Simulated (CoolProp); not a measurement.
Values from CoolProp's reference Helmholtz-energy equation of state, Gedanitz 2015.

Give the vapour pressure (MPa), liquid density (kg/m³), vapour density (kg/m³), enthalpy of vaporisation (kJ/kg) of saturated cyclopentane at 419.5 K.


```
T (K)  p (MPa)  liquid density (kg/m³)  vapour density (kg/m³)  enthalpy of vaporisation (kJ/kg)
-----  -------  ----------------------  ----------------------  --------------------------------
419.5     1.10                     599                    27.2                               298
```
